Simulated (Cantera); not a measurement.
Cantera run, input and output.

```python
import numpy as np
import cantera as ct

gas = ct.Solution("h2o2.yaml")
gas.TPX = 925, 610, {'H2': 0.29, 'O2': 1}
inlet = ct.Reservoir(gas, clone=True)

reactor = ct.IdealGasConstPressureReactor(gas, energy="off", clone=False)
exhaust = ct.Reservoir(gas, clone=True)
tau = [3.5, 1.7, 0.84, 0.41, 0.2, 0.099, 0.048, 0.024, 0.012, 0.0057][0]
for a, b in ((inlet, reactor), (reactor, exhaust)):
    ct.MassFlowController(a, b, mdot=lambda t: reactor.mass / tau)
net = ct.ReactorNet([reactor])
show = ['H2', 'O2', 'HO2', 'H2O', 'OH']

rows = []
print(f"{'tau/s':>10s}{'T/K':>9s}" + "".join(f"{s:>11s}" for s in show))
for tau in [3.5, 1.7, 0.84, 0.41, 0.2, 0.099, 0.048, 0.024, 0.012, 0.0057]:
    net.initial_time = 0.0
    net.advance(30 * tau)
    before = gas.X
    net.advance(40 * tau)
    drift = np.max(np.abs(gas.X - before) / (gas.X + 1e-9))
    rows.append([gas.T, *gas[show].X, drift])
    print(f"{tau:10.3e}{gas.T:9.1f}" + "".join(f"{x:11.3e}" for x in gas[show].X))
```

It prints:

```
     tau/s      T/K         H2         O2        HO2        H2O         OH
 3.500e+00    925.0  1.661e-03  7.456e-01  6.699e-06  2.507e-01  5.324e-04
 1.700e+00    925.0  2.528e-03  7.450e-01  7.694e-06  2.493e-01  7.048e-04
 8.400e-01    925.0  3.785e-03  7.441e-01  8.563e-06  2.470e-01  9.320e-04
 4.100e-01    925.0  5.679e-03  7.425e-01  9.285e-06  2.434e-01  1.241e-03
 2.000e-01    925.0  8.501e-03  7.400e-01  9.784e-06  2.375e-01  1.649e-03
 9.900e-02    925.0  1.260e-02  7.361e-01  9.992e-06  2.281e-01  2.154e-03
 4.800e-02    925.0  1.884e-02  7.302e-01  9.848e-06  2.129e-01  2.769e-03
 2.400e-02    925.0  2.768e-02  7.228e-01  9.339e-06  1.915e-01  3.390e-03
 1.200e-02    925.0  4.091e-02  7.162e-01  8.538e-06  1.641e-01  3.934e-03
 5.700e-03    925.0  6.363e-02  7.149e-01  7.518e-06  1.308e-01  4.268e-03
```

Detailed kinetics in Cantera: the H2/O2 subset of GRI-Mech 3.0, which has no nitrogen chemistry. Radical loss at walls, strong at low pressure, is not modelled. Below about 950 K walls govern HO2 and H2O2 in real vessels. The temperature is held fixed by assumption; the heat of reaction is taken as removed at once.
